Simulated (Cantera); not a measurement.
A freely propagating, adiabatic, planar premixed flame of CH₄ : O₂ : N₂ = 1 : 1.43 : 3.71 (molar parts), equivalence ratio 1.4, unburnt at 575 K and 1.00 bar; mixture-averaged transport, grid criteria slope 0.08 and curve 0.16, no radiation.

Detailed kinetics in Cantera: GRI-Mech 3.0 (53 species, 325 reactions). Burning velocities carry a grid error of a few per cent, more on coarse grids.

x: mole fraction of selected species; z is measured from the peak of heat release.

| z (mm) | T (K) | u (m/s) | x CH₄ | x O₂ | x HCN | x CO | x CH₂O | x HCO |
|---|---|---|---|---|---|---|---|---|
| -0.925 | 575 | 1.33 | 0.162 | 0.232 | <1e-8 | 2.23e-6 | 6.28e-8 | <1e-8 |
| -0.616 | 577 | 1.34 | 0.161 | 0.231 | <1e-8 | 4.29e-5 | 1.71e-6 | <1e-8 |
| -0.462 | 588 | 1.37 | 0.159 | 0.229 | [?] | [?] | [?] | <1e-8 |
| -0.308 | 680 | 1.61 | 0.149 | 0.220 | 5.03e-7 | 0.00302 | 0.000186 | <1e-8 |
| -0.154 | 1191 | 2.92 | 0.103 | 0.170 | 6.59e-6 | 0.0265 | 0.00131 | 2.41e-6 |
| -0.0771 | 1644 | 4.12 | 0.0567 | 0.115 | 1.69e-5 | 0.0566 | 0.00163 | 3.41e-5 |
| 0 | [?] | 5.20 | [?] | [?] | [?] | [?] | [?] | [?] |
| 0.0771 | 2246 | 5.76 | 0.00290 | 0.0216 | 5.47e-5 | 0.105 | 0.000303 | 5.32e-5 |
| 0.154 | 2316 | 5.94 | 0.000407 | 0.00795 | 5.23e-5 | 0.105 | 7.17e-5 | 1.55e-5 |
| 0.308 | 2347 | 5.99 | 9.99e-6 | 0.00186 | 2.74e-5 | 0.100 | 2.61e-6 | 7.95e-7 |
| 0.616 | 2364 | 6.02 | 3.01e-8 | 0.000987 | 6.35e-6 | 0.0972 | 1.15e-8 | 1.78e-7 |
| 1.23 | 2384 | 6.06 | <1e-8 | 0.000763 | 6.50e-7 | 0.0970 | <1e-8 | 1.54e-7 |
| 2.47 | 2409 | 6.12 | <1e-8 | 0.000529 | 2.14e-8 | 0.0973 | <1e-8 | 1.27e-7 |

Fill in the missing entries.


- -0.462, x HCN: 3.22e-8
- -0.462, x CO: 0.000297
- -0.462, x CH₂O: 1.50e-5
- 0, T (K): 2040
- 0, x CH₄: 0.0171
- 0, x O₂: 0.0563
- 0, x HCN: 3.63e-5
- 0, x CO: 0.0892
- 0, x CH₂O: 0.000912
- 0, x HCO: 8.32e-5
